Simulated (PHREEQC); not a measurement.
Make-up at 20 °C: 0.0085 mol Na2SO4 per kg of water. Closed to the air; pH follows from the charge balance.

Computed with PHREEQC (Pitzer model, pitzer.dat).

Precipitation was switched off in this run.

Task: Estimate the specific conductance.

Result: specific conductance 1660 µS/cm.

Species that the database lacks are ignored.
